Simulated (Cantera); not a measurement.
A diamond (100) surface in a fixed gas of H2 with x(CH4) = 0.01, x(H) = 0.0011, at 1050 K, 1700 Pa; coverages are run to steady state.

Detailed kinetics in Cantera: the Harris–Goodwin 1993 mechanism for the reconstructed diamond (100) surface.

θ: site fractions in the mechanism's names (c6HH fully hydrogenated, c6H* and c6*H radical sites, c6** diradical, c6HM methylated).

| x(CH3) | growth (µm/h) | θ c6HH | θ c6H* | θ c6*H | θ c6** | θ c6HM |
|---|---|---|---|---|---|---|
| 1e-06 | (withheld) | 0.558 | 0.0227 | 0.406 | 0.0123 | 0.000146 |
| 2.1e-06 | (withheld) | 0.558 | 0.0227 | 0.406 | 0.0123 | 0.000307 |
| 4.2e-06 | (withheld) | 0.558 | 0.0227 | 0.406 | 0.0123 | 0.000614 |
| 8.7e-06 | (withheld) | 0.558 | 0.0227 | 0.406 | 0.0123 | 0.00127 |
| 1.8e-05 | (withheld) | 0.556 | 0.0226 | 0.405 | 0.0122 | 0.00262 |
| 3.7e-05 | (withheld) | 0.554 | 0.0225 | 0.403 | 0.0121 | 0.00536 |
| 7.5e-05 | (withheld) | 0.550 | 0.0223 | 0.400 | 0.0120 | 0.0107 |
| 0.00015 | (withheld) | 0.542 | 0.0220 | 0.394 | 0.0116 | 0.0210 |
| 0.00032 | (withheld) | 0.525 | 0.0212 | 0.380 | 0.0108 | 0.0429 |

Task: Some entries are withheld; supply them.

Result: 
- 1e-06, growth (µm/h): 0.00422
- 2.1e-06, growth (µm/h): 0.00885
- 4.2e-06, growth (µm/h): 0.0177
- 8.7e-06, growth (µm/h): 0.0366
- 1.8e-05, growth (µm/h): 0.0755
- 3.7e-05, growth (µm/h): 0.154
- 7.5e-05, growth (µm/h): 0.310
- 0.00015, growth (µm/h): 0.606
- 0.00032, growth (µm/h): 1.23
